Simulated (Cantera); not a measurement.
Cantera run, input and output.

```python
import numpy as np
import cantera as ct

gas = ct.Solution("gri30.yaml", transport_model="mixture-averaged")
show = ['NH3', 'OH', 'H']

rows = []
print(f"{'T/K':>7s}{'rho':>11s}{'cp':>10s}{'mu':>11s}{'lambda':>11s}{'Pr':>7s}" + "".join(f"{'D_' + s:>11s}" for s in show))
for T in [400, 550, 700, 850, 1000, 1150, 1300, 1450]:
    gas.TPX = T, 101325, {'CH4': 0.98, 'CO2': 0.87, 'H2O': 0.72, 'C2H2': 0.66}
    Pr = gas.cp_mass * gas.viscosity / gas.thermal_conductivity
    D = [gas.mix_diff_coeffs_mole[gas.species_index(s)] for s in show]
    rows.append([gas.density, gas.cp_mass, gas.viscosity, gas.thermal_conductivity, Pr, *D])
    print(f"{T:7g}{gas.density:11.4e}{gas.cp_mass:10.1f}{gas.viscosity:11.4e}"
          f"{gas.thermal_conductivity:11.4e}{Pr:7.3f}" + "".join(f"{d:11.4e}" for d in D))
print("SI units: kg/m3, J/kg/K, Pa s, W/m/K, m2/s")
```

It prints:

```
    T/K        rho        cp         mu     lambda     Pr      D_NH3       D_OH        D_H
    400 7.9388e-01    1585.9 1.6176e-05 3.6494e-02  0.703 3.2454e-05 4.9036e-05 1.8143e-04
    550 5.7737e-01    1802.9 2.1287e-05 5.4347e-02  0.706 6.0186e-05 8.5687e-05 3.2177e-04
    700 4.5365e-01    1994.1 2.5903e-05 7.2957e-02  0.708 9.4771e-05 1.2970e-04 4.9127e-04
    850 3.7359e-01    2157.3 3.0145e-05 9.1772e-02  0.709 1.3545e-04 1.8039e-04 6.8704e-04
   1000 3.1755e-01    2304.4 3.4094e-05 1.1048e-01  0.711 1.8167e-04 2.3730e-04 9.0707e-04
   1150 2.7613e-01    2429.4 3.7809e-05 1.2890e-01  0.713 2.3301e-04 3.0005e-04 1.1498e-03
   1300 2.4427e-01    2536.9 4.1328e-05 1.4694e-01  0.714 2.8915e-04 3.6835e-04 1.4141e-03
   1450 2.1900e-01    2629.4 4.4684e-05 1.6453e-01  0.714 3.4984e-04 4.4198e-04 1.6989e-03
SI units: kg/m3, J/kg/K, Pa s, W/m/K, m2/s
```

Model: GRI-Mech 3.0 (53 species, 325 reactions), integrated in Cantera. Polar gases are described roughly by these parameters. The composition is frozen, though it would react at the higher temperatures.
